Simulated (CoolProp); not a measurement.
R141b at several states: density (kg/m³) from the reference equation and from simpler models built on Tc = 204.4 °C, pc = 4.212 MPa, ω = 0.220; each cubic takes its own stable root.

Computed with CoolProp (reference Helmholtz-energy equation of state, Lemmon 2006). It is a short technical equation, of lower accuracy than the large ones.

```json
[
 {"T (°C)": "167.85", "p (MPa)": "6.42", "phase": "liquid", "reference": "919.7"},
 {"T (°C)": "-62.55", "p (MPa)": "0.649", "phase": "liquid", "reference": "1395"},
 {"T (°C)": "177.25", "p (MPa)": "3.46", "phase": "liquid", "reference": "836.8"},
 {"T (°C)": "61.45", "p (MPa)": "0.526", "phase": "liquid", "reference": "1161"},
 {"T (°C)": "63.55", "p (MPa)": "1.65", "phase": "liquid", "reference": "1160"}
]
```

Q: How far does each simpler model (Redlich-Kwong, Soave-Redlich-Kwong, Peng-Robinson) lie from the reference over these 5 states: mean and median of the absolute difference, and the worst?

A: 
- Redlich-Kwong: mean 13.4 %, median 11.5 %, worst -20.1 % at 177.25 °C and 3.46 MPa
- Soave-Redlich-Kwong: mean 10.9 %, median 9.3 %, worst -16.6 % at 177.25 °C and 3.46 MPa
- Peng-Robinson: mean 3.2 %, median 3.5 %, worst -6.2 % at 177.25 °C and 3.46 MPa
